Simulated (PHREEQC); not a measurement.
Solution (25 °C): 3.33 mmol/kgw HCl, 19 mmol/kgw CuSO4 and 20 mmol/kgw MnSO4. Closed to the air; pH follows from the charge balance.

Equilibrium calculation in PHREEQC: ion-association model, phreeqc.dat.

```
Quantity                       Value
--------------------  --------------
pH                              2.83
ionic strength        0.0954 mol/kgw
specific conductance      5070 µS/cm
density                  1.003 g/cm³
total alkalinity        -3.33 meq/kg
```

```tsv
species	molality	activity	log γ
SO4-2	0.0223	0.00844	-0.422
Mn+2	0.0125	0.00507	-0.392
Cu+2	0.0113	0.00457	-0.392
CuSO4	0.00770	0.00787	0.010
MnSO4	0.00744	0.00761	0.010
Cl-	0.00323	0.00248	-0.114
H+	0.00178	0.00148	-0.082
HSO4-	0.00155	0.00121	-0.106
MnCl+	6.52e-5	5.13e-5	-0.105
CuCl+	3.95e-5	3.05e-5	-0.112
MnCl2	5.44e-8	5.56e-8	0.010
CuOH+	4.00e-8	3.09e-8	-0.112
CuCl2	3.98e-8	4.07e-8	0.010
Cu2(OH)2+2	1.11e-9	4.18e-10	-0.423
```

This is a speciation only: nothing precipitates in the calculation.
